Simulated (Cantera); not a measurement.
A Cantera script and what it prints.

```python
import numpy as np
import cantera as ct

gas_names = """
    H HNO HNO2 HNO3 HO2 H2 H2O H2O2 H2S H2SO4 N NH NH2 NH3 NH2OH NO NO2 NO3 N2 N2H2 N2H4 N2O O OH O2 O3
    S SH SN SO SO2 SO3 S2 S2O S8
""".split()
cond_names = """
    H2O(s) H2O(L) H2SO4(L) S(cr1) S(cr2) S(L)
""".split()


# ... load() reads the species with a 1 bar reference pressure and builds the phases ...
atoms = {
    'NH3': {'N': 1, 'H': 3},
    'SO2': {'S': 1, 'O': 2},
    'H2': {'H': 2},
    'H2S': {'H': 2, 'S': 1},
}
top_T = {}  # K; cautious upper limits of use, not melting points


# ... equilibrate(T, P, feed) seeds the gas with the atoms and calls Mixture.equilibrate('TP', solver="vcs", rtol=1e-11, max_steps=5000) ...
results = []
feed = {'NH3': 1, 'SO2': 0.0092, 'H2': 0.072, 'H2S': 0.0066}  # mol
P = 1000  # Pa
for T in [1673, 1748, 1823, 1898, 1973, 2048, 2123, 2198]:
    mix = equilibrate(T, P, feed)
    results.append((T, P, feed, dict(zip(mix.species_names, mix.species_moles))))

top = {s: max(r[3][s] / sum(r[3][g] for g in gas_names) for r in results) for s in gas_names}
cols = sorted((s for s in top if top[s] > 0.0001), key=lambda s: -top[s])[:8]
seen = [c for c in cond_names if any(r[3].get(c, 0) > 1e-12 for r in results)]
print("log10 of partial pressures in bar; condensed amounts in mol")
print(f"{'T/K':>10s}" + "".join(f"{s[:9]:>10s}" for s in cols + seen))
for T, P, feed, n in results:
    ng = sum(n[g] for g in gas_names)
    print(f"{T:10.4g}" + "".join(f"{np.log10(max(n[s] / ng * P / 1e5, 1e-99)):10.3f}" for s in cols)
          + "".join(f"{n.get(c, 0):10.4g}" for c in seen))
```

Output:

```
log10 of partial pressures in bar; condensed amounts in mol
       T/K        H2        N2         H       H2O       H2S         S        SH        S2
      1673    -2.129    -2.620    -5.008    -4.054    -4.365    -6.078    -5.058    -4.940
      1748    -2.129    -2.620    -4.706    -4.055    -4.453    -5.754    -4.925    -4.873
      1823    -2.130    -2.621    -4.428    -4.056    -4.550    -5.471    -4.820    -4.843
      1898    -2.131    -2.622    -4.173    -4.058    -4.655    -5.225    -4.737    -4.844
      1973    -2.134    -2.623    -3.937    -4.061    -4.767    -5.012    -4.676    -4.874
      2048    -2.138    -2.625    -3.719    -4.065    -4.889    -4.831    -4.637    -4.935
      2123    -2.143    -2.627    -3.517    -4.071    -5.023    -4.681    -4.619    -5.027
      2198    -2.152    -2.631    -3.330    -4.078    -5.170    -4.560    -4.624    -5.151
```

These are equilibrium values from Cantera (NASA tables, ideal gas, pure condensed phases), not measurements of a reactor.
